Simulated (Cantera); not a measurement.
An adiabatic, constant-volume homogeneous reactor starts with 2.18 % C3H8, 20.5 % O2, 77.3 % N2, at 1425 K and 101000 Pa.

Cantera simulation using GRI-Mech 3.0 (53 species, 325 reactions); the numbers are that mechanism's predictions, not measurements. GRI-Mech 3.0 was tuned for natural gas; its chemistry of propane as a main component is partial and can be far from experiment.

Q: Predict: time of steepest temperature rise; temperature at 2.00 s; equilibrium temperature; x(O2) at 2.00 s; x(CO2) at 2.00 s; x(CO) at 2.00 s.

A: time of steepest temperature rise: 0.147 ms
temperature at 2.00 s: 2606 K
equilibrium temperature: 2606 K
x(O2) at 2.00 s: 0.0848 (gas-phase equilibrium 0.0848)
x(CO2) at 2.00 s: 0.0546 (gas-phase equilibrium 0.0546)
x(CO) at 2.00 s: 0.00859 (gas-phase equilibrium 0.00859)
